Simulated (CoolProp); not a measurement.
Hydrogen chloride along the isotherm 630.1 K: Z from the reference equation and from simpler models built on Tc = 324.7 K, pc = 8314 kPa, ω = 0.130; each cubic takes its own stable root.

Values from CoolProp's reference Helmholtz-energy equation of state, Thol 2018.

```
p (kPa)          phase  reference
-------  -------------  ---------
9240     supercritical     0.9650
18500    supercritical     0.9453
27700    supercritical     0.9392
36900    supercritical     0.9440
46200    supercritical     0.9579
55400    supercritical     0.9795
64700    supercritical      1.008
73900    supercritical      1.042
83100    supercritical      1.079
```

**Question.** How far does each simpler model (van der Waals, Soave-Redlich-Kwong, Peng-Robinson) lie from the reference over these 9 states: mean and median of the absolute difference, and the worst?

**Answer.** 
- van der Waals: mean 4.8 %, median 3.4 %, worst +12.2 % at 630.1 K and 83100 kPa
- Soave-Redlich-Kwong: mean 8.6 %, median 9.5 %, worst +12.6 % at 630.1 K and 83100 kPa
- Peng-Robinson: mean 3.5 %, median 4.0 %, worst +5.4 % at 630.1 K and 83100 kPa
